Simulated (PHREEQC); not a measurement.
Brine

Dissolve 1.9 mol NaOH and 6 mol LiCl per kg of water at 25 °C. Closed to the air; pH follows from the charge balance.

All values are PHREEQC results (Pitzer model, pitzer.dat), not measurements.

No solid was allowed to form.

What pH does the model give?

pH 13.31.

Saturation is exceeded, for instance for Halite; the values hold only as long as no solid forms. In brines, pH and single-ion activities rest on the MacInnes convention.
